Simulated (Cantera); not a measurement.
Charge: 1 mol SiO₂, 0.57 mol F₂, 49 mol H₂, equilibrated at 773.15 K.

These are equilibrium values from Cantera (NASA tables, ideal gas, pure condensed phases), not measurements of a reactor. Candidate condensed phases: H₂O, Si, SiO₂; 38 gas species. Equilibrium is a limit: real reactors are often held back by kinetics, nucleation or transport.

x: gas mole fraction; n: condensed amount in mol.

```tsv
P (Pa)	x H₂	x HF	x H₂O	x SiF₄	n SiO₂(α-quartz)
1	0.977	0.0212	___	0.000463	0.977
10	0.978	0.0194	___	0.000892	0.956
100	0.979	0.0167	___	0.00157	0.922
1000	0.979	0.0132	___	0.00247	0.878
10000	0.980	0.00945	___	0.00341	0.832
100000	0.981	0.00623	___	0.00422	0.792
```

Q: Complete the blanks.

A: 
- 1, x H₂O: 0.000927
- 10, x H₂O: 0.00178
- 100, x H₂O: 0.00315
- 1000, x H₂O: 0.00493
- 10000, x H₂O: 0.00681
- 100000, x H₂O: 0.00843
